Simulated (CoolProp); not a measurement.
Vapour-liquid equilibrium of R22 (1) + R134a (2) at 1.3 MPa; x and y are mole fractions of (1).

The numbers come from the multi-fluid Helmholtz-energy mixture model, Kamei 1995 and Tillner-Roth 1994; pair parameters Bell 2016 in CoolProp.

```json
[
 {"x": "0.05", "bubble temperature, mixture model (K)": "321.4", "bubble temperature, Raoult's law (K)": "321.7", "y, mixture model": "0.070", "y, Raoult's law": "0.072"},
 {"x": "0.15", "bubble temperature, mixture model (K)": "319.3", "bubble temperature, Raoult's law (K)": "319.8", "y, mixture model": "0.199", "y, Raoult's law": "0.208"},
 {"x": "0.25", "bubble temperature, mixture model (K)": "317.3", "bubble temperature, Raoult's law (K)": "318.1", "y, mixture model": "0.317", "y, Raoult's law": "0.332"},
 {"x": "0.35", "bubble temperature, mixture model (K)": "315.5", "bubble temperature, Raoult's law (K)": "316.4", "y, mixture model": "0.426", "y, Raoult's law": "0.446"},
 {"x": "0.45", "bubble temperature, mixture model (K)": "313.8", "bubble temperature, Raoult's law (K)": "314.7", "y, mixture model": "0.527", "y, Raoult's law": "0.551"},
 {"x": "0.55", "bubble temperature, mixture model (K)": "312.3", "bubble temperature, Raoult's law (K)": "313.1", "y, mixture model": "0.622", "y, Raoult's law": "0.648"},
 {"x": "0.65", "bubble temperature, mixture model (K)": "310.8", "bubble temperature, Raoult's law (K)": "311.6", "y, mixture model": "0.712", "y, Raoult's law": "0.738"},
 {"x": "0.75", "bubble temperature, mixture model (K)": "309.5", "bubble temperature, Raoult's law (K)": "310.1", "y, mixture model": "0.797", "y, Raoult's law": "0.820"},
 {"x": "0.85", "bubble temperature, mixture model (K)": "308.3", "bubble temperature, Raoult's law (K)": "308.6", "y, mixture model": "0.880", "y, Raoult's law": "0.896"},
 {"x": "0.95", "bubble temperature, mixture model (K)": "307.1", "bubble temperature, Raoult's law (K)": "307.2", "y, mixture model": "0.960", "y, Raoult's law": "0.967"}
]
```

The largest gap from Raoult's law is -0.9 K in bubble temperature, at x = 0.45. No azeotrope shows between x = 0.05 and 0.95.

The pair parameters rest on a limited set of measurements; away from them the model extrapolates.
